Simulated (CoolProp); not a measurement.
The fluid at 363.26 K and 0.158 MPa flows at 3.2 m/s in a round tube of 100 mm bore and 1.5 µm roughness, fully developed (64/Re and Nu = 3.66 if laminar; Colebrook and Gnielinski if turbulent). The same conditions are run with several fluids, on thermodynamics alone (safety and materials aside).

Values from CoolProp's reference Helmholtz-energy equation of state of each fluid (m-xylene: Zhou 2012; n-decane: Lemmon 2006; o-xylene: Zhou 2012; n-nonane: Lemmon 2006; toluene: Lemmon 2006).

```
fluid     Reynolds number  Darcy friction factor  pressure drop (Pa/m)  heat-transfer coefficient (W/(m² K))  mass flow (kg/h)
--------  ---------------  ---------------------  --------------------  ------------------------------------  ----------------
m-xylene           816000                      ?                     ?                                  3760             72600
n-decane                ?                 0.0132                   456                                     ?             61100
o-xylene           698000                 0.0127                   532                                  3630             74200
n-nonane                ?                 0.0129                   436                                  3430             59900
toluene            878000                 0.0122                   500                                  3850             72400
```

Task: What belongs in the gaps?

Result: 
- m-xylene, Darcy friction factor: 0.0124
- m-xylene, pressure drop (Pa/m): 507
- n-decane, Reynolds number: 542000
- n-decane, heat-transfer coefficient (W/(m² K)): 3290
- n-nonane, Reynolds number: 630000

Transport values come from each fluid's own correlations.
